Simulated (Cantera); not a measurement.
Cantera run, input and output.

```python
import numpy as np
import cantera as ct

gas = ct.Solution("gri30.yaml")


def delay(T, t_max=10):
    gas.TPX = T, 101325, {'CH4': 1, 'H2': 0.078, 'O2': 1.07, 'N2': 4.04}
    reactor = ct.IdealGasReactor(gas, clone=False)
    net = ct.ReactorNet([reactor])
    net.rtol, net.atol = 1e-8, 1e-16
    while net.time < t_max:
        t_old, T_old = net.time, reactor.T
        net.step()
        if reactor.T > T + 400:  # ignition: a rise of 400 K
            return t_old + (T + 400 - T_old) / (reactor.T - T_old) * (net.time - t_old)
    return np.nan


taus = []
for T in [1050, 1100, 1150, 1200, 1250, 1300, 1350, 1400, 1450, 1500]:
    taus.append(delay(T))
    print(f"T0 = {T:6g} K   tau = {taus[-1]:.4e} s")
```

Output:

```
T0 =   1050 K   tau = 1.5815e-01 s
T0 =   1100 K   tau = 8.8748e-02 s
T0 =   1150 K   tau = 4.8926e-02 s
T0 =   1200 K   tau = 2.6850e-02 s
T0 =   1250 K   tau = 1.4809e-02 s
T0 =   1300 K   tau = 8.2617e-03 s
T0 =   1350 K   tau = 4.6837e-03 s
T0 =   1400 K   tau = 2.7103e-03 s
T0 =   1450 K   tau = 1.6080e-03 s
T0 =   1500 K   tau = 9.8194e-04 s
```

Computed with Cantera and GRI-Mech 3.0 (53 species, 325 reactions).
